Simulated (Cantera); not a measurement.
Feed: 1 mol MgO, 0.017 mol Br₂, 0.087 mol O₂, equilibrated at 0.920 bar.

Cantera equilibrium calculation (NASA polynomials, part measured and part estimated; ideal gas, pure solids and liquids). Candidate condensed phases: Br₂, Mg, MgBr₂, MgO; 10 gas species. Kinetics and transport are ignored. All values below are at 1600 K.

Base state: O₂ 0.776, Br 0.144, Br₂ 0.0788, MgBr₂ 0.000655, O 1.33e-5 (mole fractions); condensed: MgO(s).

Task: What changes in the equilibrium state with this change: pressure from 0.920 bar to 3.20 bar?

Result: 
| species | before | after |
|---|---|---|
| O₂ | 0.776 | 0.798 |
| Br₂ | 0.0788 | 0.110 |
| Br | 0.144 | 0.0913 |
| MgBr₂ | 0.000655 | 0.000483 |
| O | 1.33e-5 | 7.24e-6 |
| MgO(s), mol | 1.000 | 1.000 |
